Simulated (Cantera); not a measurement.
Feed: 1 mol C, 0.017 mol O₂, 15 mol N₂, held at 1877 °C and 1950 Torr.

Equilibrium computed with Cantera from the NASA thermochemical tables; the gas is ideal and each condensed phase is pure. Candidate condensed phases: C; 24 gas species. The numbers say what is thermodynamically allowed, not how fast it happens.

Q: What is the equilibrium state?

A: 
| Item | Value |
|---|---|
| x(N₂) | 0.998 |
| x(CO) | 0.00226 |
| x(C₂N₂) | 6.73e-6 |
| x(CN) | 2.16e-6 |
| n(C(graphite)) | 0.966 mol |
| gas amount | 15.03 mol |
